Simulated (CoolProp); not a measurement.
A simple Rankine cycle with R22: condensing at 291.15 K, boiler at 3.49 MPa, turbine inlet 355.6 K, turbine efficiency 0.6, pump efficiency 0.7, no recuperator. Each further row changes one setting.

The numbers come from the reference Helmholtz-energy equation of state, Kamei 1995 in CoolProp.

```json
[
 {"case": "as stated", "thermal efficiency (%)": "7.6", "net work (kJ/kg)": "14.9", "heat in (kJ/kg)": "197", "turbine exit temperature (K)": "291.2", "volume ratio over the turbine": "…"},
 {"case": "turbine inlet 375.6 K", "thermal efficiency (%)": "8.1", "net work (kJ/kg)": "18.1", "heat in (kJ/kg)": "223", "turbine exit temperature (K)": "310.7", "volume ratio over the turbine": "4.12"},
 {"case": "condensing temperature 283.15 K", "thermal efficiency (%)": "8.6", "net work (kJ/kg)": "…", "heat in (kJ/kg)": "…", "turbine exit temperature (K)": "283.1", "volume ratio over the turbine": "5.55"},
 {"case": "boiler pressure 2.44 MPa", "thermal efficiency (%)": "6.4", "net work (kJ/kg)": "14.1", "heat in (kJ/kg)": "…", "turbine exit temperature (K)": "310.0", "volume ratio over the turbine": "…"},
 {"case": "turbine efficiency 0.5", "thermal efficiency (%)": "6.0", "net work (kJ/kg)": "11.9", "heat in (kJ/kg)": "197", "turbine exit temperature (K)": "291.2", "volume ratio over the turbine": "4.47"}
]
```

Some entries are withheld; supply them.


- as stated, volume ratio over the turbine: 4.40
- condensing temperature 283.15 K, net work (kJ/kg): 17.8
- condensing temperature 283.15 K, heat in (kJ/kg): 207
- boiler pressure 2.44 MPa, heat in (kJ/kg): 219
- boiler pressure 2.44 MPa, volume ratio over the turbine: 2.83

The expansion ends wet for: as stated; condensing temperature 283.15 K; turbine efficiency 0.5.
